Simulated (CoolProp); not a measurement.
Vapour-liquid equilibrium of R125 (1) + dimethyl ether (2) at 274.7 K; x and y are mole fractions of (1).

Model: multi-fluid Helmholtz-energy mixture model, Lemmon 2005 and Wu 2011; pair parameters Bell 2016, in CoolProp.

```csv
x,"bubble pressure, mixture model (MPa)","bubble pressure, Raoult's law (MPa)","y, mixture model","y, Raoult's law"
0.05,0.2886,0.3026,0.072,0.116
0.15,0.3052,0.3448,0.215,0.306
0.25,0.3261,0.3871,0.357,0.455
0.35,0.3527,0.4293,0.493,0.574
0.45,0.3863,0.4716,0.619,0.672
0.55,0.4282,0.5138,0.730,0.754
0.65,0.4788,0.5561,0.823,0.823
0.75,0.5377,0.5983,0.895,0.882
0.85,0.6028,0.6406,0.949,0.934
0.95,0.6706,0.6828,0.986,0.979
```

The largest gap from Raoult's law is -18.1 % in bubble pressure, at x = 0.45. No azeotrope shows between x = 0.05 and 0.95.

Pair parameters are fitted to limited data, so mixtures are less certain than the pure fluids.
